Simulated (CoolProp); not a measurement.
Model: reference Helmholtz-energy equation of state, Thol 2015, in CoolProp.

**Question.** Give the vapour pressure (MPa), vapour density (kg/m³), liquid cp (kJ/(kg K)), surface tension (mN/m) of saturated octamethylcyclotetrasiloxane (D4) at 486.8, 494.6 K.

**Answer.** 
```csv
T (K),p (MPa),vapour density (kg/m³),liquid cp (kJ/(kg K)),surface tension (mN/m)
486.8,0.242,20.8,2.10,5.00
494.6,0.284,24.5,2.12,4.53
```

Surface tension comes from a separate correlation (Mulero 2014), older than this fluid's equation and unchecked against measurements.
